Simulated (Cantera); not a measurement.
Feed: 1 mol Si, 0.69 mol H2, equilibrated at 252 °C and 0.580 bar.

Cantera equilibrium calculation (NASA polynomials, part measured and part estimated; ideal gas, pure solids and liquids). Candidate condensed phases: Si; 9 gas species. The numbers say what is thermodynamically allowed, not how fast it happens.

Question: What is the equilibrium state?

Answer: 
| Property | Result |
|---|---|
| x(H2) | 1.00 |
| n(Si(s)) | 1.00 mol |
| gas amount | 0.6900 mol |
